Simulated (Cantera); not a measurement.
Source: NASA polynomial tables (part measured, part estimated), evaluated in Cantera. Values are per mole of reaction as written; species without (g) are pure solids or liquids, kept so even where they would boil at 1 bar.

Task: Between 1148 and 1598 K, where is each reaction favourable under standard conditions?
- 4 Al + O₂(g) → 2 Al₂O(g)
- 2 B + O₂(g) → B₂O₂(g)
- 1.143 Ti + O₂(g) → 0.2857 Ti₄O₇

Result: 
- 4 Al + O₂(g) → 2 Al₂O(g): ΔG° is -476 kJ at 1148 K and -517 kJ at 1598 K; it stays negative (K > 1). ΔH° is -380 kJ and ΔS° 86 J/K at 1598 K.
- 2 B + O₂(g) → B₂O₂(g): ΔG° is -485 kJ at 1148 K and -494 kJ at 1598 K; it stays negative (K > 1). ΔH° is -463 kJ and ΔS° 19 J/K at 1598 K.
- 1.143 Ti + O₂(g) → 0.2857 Ti₄O₇: ΔG° is -769 kJ at 1148 K and -692 kJ at 1598 K; it stays negative (K > 1). ΔH° is -961 kJ and ΔS° -169 J/K at 1598 K.
